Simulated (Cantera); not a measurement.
A closed system holds: 1 mol AlCl3, 0.2 mol O2, 350 mol H2, equilibrated at 10000 Pa.

These are equilibrium values from Cantera (NASA tables, ideal gas, pure condensed phases), not measurements of a reactor. Candidate condensed phases: Al, AlCl3, Al2O3, H2O; 29 gas species. Condensed phases not in the tables: AlOCl. Equilibrium is a limit: real reactors are often held back by kinetics, nucleation or transport.

Q: What share of the Al ends up in condensed phases as a function of T (K), at 950, 1100, 1250, 1400, 1550, 1700, 1850, 2000, 2150?

A: 
| T (K) | Al condensed (%) | as |
|---|---|---|
| 950 | 26.7 | Al2O3(s) |
| 1100 | 26.7 | Al2O3(s) |
| 1250 | 26.7 | Al2O3(s) |
| 1400 | 26.7 | Al2O3(s) |
| 1550 | 26.6 | Al2O3(s) |
| 1700 | 26.2 | Al2O3(s) |
| 1850 | 24.0 | Al2O3(s) |
| 2000 | 14.9 | Al2O3(s) |
| 2150 | 0.0 | - |
